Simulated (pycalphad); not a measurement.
An equivalent pycalphad script:

```python
from pycalphad import Database, equilibrium, calculate, variables as v
import numpy as np
db = Database('COST507.tdb')
comps = ['CU', 'SI', 'VA']
phases = ['BCC_A2', 'CU19SI6_ETA', 'CU33SI7_DELTA', 'CU4SI_EPSILON', 'CU56SI11_GAMMA', 'DIAMOND_A4', 'FCC_A1', 'HCP_A3', 'LIQUID']
eq = equilibrium(db, comps, phases, {v.X('SI'): 0.822, v.T: np.arange(2350, 499, -100), v.P: 101325, v.N: 1}, output=['HM', 'SM'])
```

Computed with pycalphad from the COST 507 light-alloy database (1999), at 1 atm. These are 1990s assessments: newer ones move some temperatures and phases. Phase fractions are per mole of atoms. Kinetics are ignored, which matters at the lower temperatures.

Results at three of the temperatures:

```
T = 2250.00 K, P = 101325 Pa, N = 1 mol of atoms
G = -138666 J/mol, H = 93011 J/mol, S = 102.97 J/(mol K)  (SER reference)
chemical potentials (J/mol): Cu -194779, Si -126515
phase             fraction      x(Cu)      x(Si)
LIQUID              1.0000     0.1780     0.8220
```

```
T = 1550.00 K, P = 101325 Pa, N = 1 mol of atoms
G = -70111 J/mol, H = 63566 J/mol, S = 86.24 J/(mol K)  (SER reference)
chemical potentials (J/mol): Cu -117217, Si -59910
phase             fraction      x(Cu)      x(Si)
LIQUID              0.8039     0.2214     0.7786
DIAMOND_A4          0.1961       none     1.0000
```

```
T = 950.00 K, P = 101325 Pa, N = 1 mol of atoms
G = -31804 J/mol, H = 16505 J/mol, S = 50.85 J/(mol K)  (SER reference)
chemical potentials (J/mol): Cu -49144, Si -28049
phase             fraction      x(Cu)      x(Si)
DIAMOND_A4          0.7658       none     1.0000
CU19SI6_ETA         0.2342     0.7600     0.2400
```

Changes of the phase set, refined by bisection:

| T (K) | phases above | phases below |
|---|---|---|
| 1580.3 | liquid | diamond (Si) + liquid |
| 1073.7 | diamond (Si) + liquid | CU19SI6_ETA + diamond (Si) |

Database names, with the compositions (at.%) that they take in these runs: CU19SI6_ETA: Cu 76 Si 24. DIAMOND_A4 is diamond (Si). An entry "none" or "no" means that the model of the phase leaves that element out. The hcp model here describes the intermediate κ phase of Cu-Si.
